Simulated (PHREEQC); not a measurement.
Consider water at 59 °C with 0.043 mol CuCl2, 0.00081 mol H2SO4 and 0.051 mol NaCl per kg of water. Closed to the air; pH follows from the charge balance.

The numbers come from PHREEQC with the ion-association model, wateq4f.dat.

No solid was allowed to form.

Question: What pH does the model give?

Answer: pH 2.90.

Question: In which forms is S present?

Answer: SO4-2 53 %, CuSO4 37 %, HSO4- 6.0 %, NaSO4- 4.9 % of the S.

At this temperature some constants are extrapolated from 25 °C, and those without enthalpy data are left unchanged.
